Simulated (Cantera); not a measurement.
A perfectly stirred reactor is fed with CO : H2 : CH4 : O2 : N2 = 1 : 1 : 0.68 : 4 : 15 (molar parts), equivalence ratio 0.59, at 31000 Pa; it is adiabatic with a 598 K inlet, and is followed from long to short residence time, starting on the burning branch (τ in s: 0.41, 0.12, 0.036, 0.011, 0.0031, 0.00092, 0.00027, 8e-05, 2.4e-05).

Cantera simulation using GRI-Mech 3.0 (53 species, 325 reactions); the numbers are that mechanism's predictions, not measurements.

What does this change do: N2 15 to 20 parts?


| quantity | before | after |
|---|---|---|
| blow-out, bracketed by the residence times tried | burning at 0.270 ms, out at 80.0 µs | burning at 0.920 ms, out at 0.270 ms |
| x(CO) at τ = 0.410 s | 0.00123 | 0.000696 |
| x(H2) at τ = 0.410 s | 0.000366 | 0.000235 |
| x(CH4) at τ = 0.410 s | 1.43e-6 | 2.55e-6 |
| x(NO) at τ = 0.410 s | 0.000341 | 3.15e-5 |
| x(C2H2) at τ = 0.410 s | 6.62e-12 | 1.57e-11 |
| x(CO) at τ = 3.10 ms | 0.0129 | 0.0101 |
| x(H2) at τ = 3.10 ms | 0.00434 | 0.00336 |
| x(CH4) at τ = 3.10 ms | 4.06e-5 | 6.53e-5 |
| x(NO) at τ = 3.10 ms | 2.24e-5 | 1.11e-5 |
| x(C2H2) at τ = 3.10 ms | 1.52e-10 | 2.42e-10 |
